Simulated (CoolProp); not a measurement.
Saturation properties of C2F6 (R116) (Tc = 293.0 K, pc = 3.048 MPa, ω = 0.257).

Values from CoolProp's reference Helmholtz-energy equation of state, Lemmon 2006. It is a short technical equation, of lower accuracy than the large ones.

```tsv
T (K)	p (MPa)	liquid density (kg/m³)	vapour density (kg/m³)	enthalpy of vaporisation (kJ/kg)	liquid viscosity (µPa s)	liquid conductivity (mW/(m K))
180.7	0.04359	1667	4.105	122.9	562	82.0
190.8	0.08012	1624	7.247	118.8	458	77.8
200.9	0.1373	1579	12.01	114.4	380	73.8
211	0.2217	1532	18.93	109.7	319	69.8
221.1	0.3410	1482	28.64	104.5	269	65.8
231.1	0.5015	1430	41.83	98.81	228	61.8
241.2	0.7149	1372	59.91	92.36	193	57.8
251.3	0.9893	1308	84.46	84.97	162	53.7
261.4	1.335	1236	118.3	76.25	134	49.5
271.5	1.765	1150	167.0	65.53	109	45.1
```

It boils at 195.1 K under 1 atm.

Viscosity comes from a separate model (Huber 2003), an estimate that may be off by 10 % or more. Thermal conductivity comes from a separate model (Huber 2003), an estimate that may be off by 10 % or more.
